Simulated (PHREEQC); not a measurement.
A solution holds 0.013 mol/kgw H2SO4, 4.3e-05 mol/kgw H4SiO4 and 0.00027 mol/kgw H3BO3, at 21 °C. Closed to the air; pH follows from the charge balance.

Computed with PHREEQC (ion-association model, phreeqc.dat).

Precipitation was switched off in this run.

Predict the pH.

pH 1.76.

In which forms is S present?

SO4-2 50 %, HSO4- 50 % of the S.

Complexes and solids missing from the database can't appear.
